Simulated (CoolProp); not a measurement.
Saturation properties of methane (Tc = -82.6 °C, pc = 45.99 bar, ω = 0.011).

Model: reference Helmholtz-energy equation of state, Setzmann 1991, in CoolProp.

```
T (°C)   p (bar)  liquid cp (kJ/(kg K))  vapour Z  surface tension (mN/m)
-------  -------  ---------------------  --------  ----------------------
-149.05      ___                    ___    0.9316                    10.5
-144.35    3.416                  3.643    0.9159                    9.63
-139.55    4.532                  3.707    0.8979                    8.73
-134.75    5.897                  3.784    0.8777                    7.85
-129.95    7.539                  3.877    0.8553                    6.98
-125.15    9.489                  3.992    0.8304                    6.13
-120.35    11.78                  4.136    0.8030                    5.30
-115.55    14.44                  4.321    0.7727                    4.49
-110.75    17.51                    ___    0.7393                    3.71
-105.95      ___                    ___    0.7019                    2.95
-101.15    25.01                  5.431    0.6599                    2.22
-96.35     29.52                  6.295    0.6113                    1.53
-91.55     34.62                    ___    0.5528                   0.896
-86.75     40.37                  13.84       ___                   0.336
```

Task: Some entries are withheld; supply them.

Result: 
- -149.05, p (bar): 2.534
- -149.05, liquid cp (kJ/(kg K)): 3.590
- -110.75, liquid cp (kJ/(kg K)): 4.569
- -105.95, p (bar): 21.02
- -105.95, liquid cp (kJ/(kg K)): 4.914
- -91.55, liquid cp (kJ/(kg K)): 8.052
- -86.75, vapour Z: 0.4746

It boils at -161.5 °C under 1 atm.

Surface tension comes from a separate correlation (Mulero 2012).
